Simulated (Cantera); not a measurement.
Cantera run:

```python
import numpy as np
import cantera as ct

gas_names = """
    B BH BH2 BH3 BN B2 H H2 N NH NH2 NH3 N2 N2H2 N2H4
""".split()
cond_names = """
    B(b) B(L) BN(s)
""".split()


# ... load() reads the species with a 1 bar reference pressure and builds the phases ...
atoms = {
    'borazine': {'B': 3, 'N': 3, 'H': 6},
    'N2': {'N': 2},
    'H2': {'H': 2},
}
top_T = {'BN(s)': 3200}  # K; cautious upper limits of use, not melting points


# ... equilibrate(T, P, feed) seeds the gas with the atoms and calls Mixture.equilibrate('TP', solver="vcs", rtol=1e-11, max_steps=5000) ...
results = []
feed = {'borazine': 1, 'N2': 4.2, 'H2': 1.7}  # mol
P = 1333.22  # Pa
for T in [2200, 2225, 2250, 2275, 2300, 2325, 2350]:
    mix = equilibrate(T, P, feed)
    results.append((T, P, feed, dict(zip(mix.species_names, mix.species_moles))))

top = {s: max(r[3][s] / sum(r[3][g] for g in gas_names) for r in results) for s in gas_names}
cols = sorted((s for s in top if top[s] > 1e-05), key=lambda s: -top[s])[:5]
seen = [c for c in cond_names if any(r[3].get(c, 0) > 1e-12 for r in results)]
print("log10 of partial pressures in bar; condensed amounts in mol")
print(f"{'T/K':>10s}" + "".join(f"{s[:9]:>10s}" for s in cols + seen))
for T, P, feed, n in results:
    ng = sum(n[g] for g in gas_names)
    print(f"{T:10.4g}" + "".join(f"{np.log10(max(n[s] / ng * P / 1e5, 1e-99)):10.3f}" for s in cols)
          + "".join(f"{n.get(c, 0):10.4g}" for c in seen))
```

Output:

```
log10 of partial pressures in bar; condensed amounts in mol
       T/K        N2        H2         H         B       BH2      B(b)      B(L)     BN(s)
      2200    -2.209    -2.175    -3.337    -5.834    -5.324         0         0     2.996
      2225    -2.210    -2.179    -3.278    -5.621    -5.210         0         0     2.994
      2250    -2.211    -2.183    -3.221    -5.412    -5.100         0         0     2.992
      2275    -2.212    -2.187    -3.165    -5.207    -4.992         0         0     2.988
      2300    -2.214    -2.192    -3.110    -5.007    -4.887         0         0     2.983
      2325    -2.150    -2.266    -3.092    -4.859    -4.902     2.978         0         0
      2350    -2.152    -2.272    -3.040    -4.728    -4.863         0     2.972         0
```

Method: chemical equilibrium by Gibbs-energy minimisation in Cantera with the NASA 1993 tables (ideal gas, pure condensed phases). The feed counts by its element totals alone. The tables' values for BH2 are old estimates; treat these amounts as uncertain.
